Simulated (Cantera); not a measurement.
Cantera run:

```python
import numpy as np
import cantera as ct

gas_names = """
    O2 H2O
""".split()
cond_names = """
    Ca(b) CaO(s) CaO2H2(s)
""".split()


# ... load() reads the species with a 1 bar reference pressure and builds the phases ...
species = {s.name: s for s in load("nasa_gas.yaml", gas_names) + load("nasa_condensed.yaml", cond_names)}
T = 750
g = {n: (s.thermo.h(T) - T * s.thermo.s(T)) / (ct.gas_constant * T * np.log(10)) for n, s in species.items()}
valid = cond_names  # the entries whose range holds T


def stable(la, lb):
    # potentials (over RT ln 10) of the two non-metals from log10 p(O2) and log10 p(H2O) in bar
    mu = {}
    mu["O"] = (g["O2"] + la) / 2
    mu["H"] = (g["H2O"] + lb - 1 * mu["O"]) / 2
    cost = {}
    for n in valid:
        c = species[n].composition
        cost[n] = (g[n] - sum(c.get(e, 0) * m for e, m in mu.items())) / c["Ca"]
    return min(cost, key=cost.get)


results = []
for lb in [0, -2.2, -4.5, -6.8, -9, -11.2, -13.5, -15.8, -18, -20.2, -22.5, -24.8, -27]:
    row = [stable(la, lb) for la in [-43, -40.3, -37.6, -34.9, -32.2, -29.6, -26.9, -24.2, -21.5, -18.8, -16.1, -13.4, -10.8, -8.1, -5.4, -2.7, 0]]
    results.append(row)
    print(f"{lb:6.1f}  " + " ".join(f"{valid.index(n):x}" for n in row))
print("key: " + ", ".join(f"{i:x} {n}" for i, n in enumerate(valid)))
```

Result:

```
   0.0  2 2 2 2 2 2 2 2 2 2 2 2 2 2 2 2 2
  -2.2  1 1 1 1 1 1 1 1 1 1 1 1 1 1 1 1 1
  -4.5  1 1 1 1 1 1 1 1 1 1 1 1 1 1 1 1 1
  -6.8  1 1 1 1 1 1 1 1 1 1 1 1 1 1 1 1 1
  -9.0  1 1 1 1 1 1 1 1 1 1 1 1 1 1 1 1 1
 -11.2  1 1 1 1 1 1 1 1 1 1 1 1 1 1 1 1 1
 -13.5  1 1 1 1 1 1 1 1 1 1 1 1 1 1 1 1 1
 -15.8  1 1 1 1 1 1 1 1 1 1 1 1 1 1 1 1 1
 -18.0  1 1 1 1 1 1 1 1 1 1 1 1 1 1 1 1 1
 -20.2  1 1 1 1 1 1 1 1 1 1 1 1 1 1 1 1 1
 -22.5  1 1 1 1 1 1 1 1 1 1 1 1 1 1 1 1 1
 -24.8  1 1 1 1 1 1 1 1 1 1 1 1 1 1 1 1 1
 -27.0  1 1 1 1 1 1 1 1 1 1 1 1 1 1 1 1 1
key: 0 Ca(b), 1 CaO(s), 2 CaO2H2(s)
```

Cantera with NASA thermochemical tables; ideal gases at 1 bar, condensed phases pure. Part of the grid cannot be reached: there another gas would pass 10 bar, or a non-metal would condense.
